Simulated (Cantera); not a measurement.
Feed: 1 mol SiH4, 1.8 mol H2O, 180 mol N2, equilibrated at 1.33 mbar.

Cantera equilibrium calculation (NASA polynomials, part measured and part estimated; ideal gas, pure solids and liquids). Candidate condensed phases: H2O, Si, SiO2, Si2N2O, Si3N4; 35 gas species. N2 is the only nitrogen source here; it is nearly inert below about 1500 K, so the nitride shown seldom forms there in practice. Equilibrium is a limit: real reactors are often held back by kinetics, nucleation or transport. All values below are at 823 K.

Base state: N2 0.979, H2 0.0207 (mole fractions); condensed: SiO2(α-quartz) + Si2N2O(s).

**Question.** What changes in the equilibrium state with this change: SiH4 replaced by HMDSO?

**Answer.** 
```csv
species,before,after
N2,0.979,0.943
H2,0.0207,0.0567
CO,0,0.000303
"SiO2(α-quartz), mol",0.867,1.16
"Si2N2O(s), mol",0.0667,0.419
"C(graphite), mol",0,5.94
```
The feed counts by its element totals alone. Further candidate phases: C, C6H6, C7H8, C8H18, SiC.
